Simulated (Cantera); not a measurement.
A perfectly stirred reactor is fed with CH4 : H2 : N2 = 0.01 : 1 : 0.005 (molar parts), at 10.00 Torr; it is held at 2000 K, and followed from long to short residence time.

Detailed kinetics in Cantera: GRI-Mech 3.0 (53 species, 325 reactions). GRI-Mech 3.0 stops at C3 and has no aromatics, soot or wall deposition, so with more carbon than oxygen in the feed, carbon stays in small species such as C2H2 where larger ones or solid carbon would form. Radical loss at walls, strong at low pressure, is not modelled.

### Question
Predict: x(CH4) at τ = 7.00 s; x(H2) at τ = 7.00 s; x(C2H) at τ = 7.00 s; x(C2H4) at τ = 7.00 s; x(CH2) at τ = 7.00 s; x(CH4) at τ = 99.0 ms; x(H2) at τ = 99.0 ms; x(C2H) at τ = 99.0 ms; x(C2H4) at τ = 99.0 ms; x(CH2) at τ = 99.0 ms.

### Answer
- x(CH4) at τ = 7.00 s = 0.000339
- x(H2) at τ = 7.00 s = 0.978
- x(C2H) at τ = 7.00 s = 1.08e-6
- x(C2H4) at τ = 7.00 s = 5.32e-7
- x(CH2) at τ = 7.00 s = 1.32e-6
- x(CH4) at τ = 99.0 ms = 0.00472
- x(H2) at τ = 99.0 ms = 0.981
- x(C2H) at τ = 99.0 ms = 2.61e-7
- x(C2H4) at τ = 99.0 ms = 7.16e-6
- x(CH2) at τ = 99.0 ms = 4.36e-6
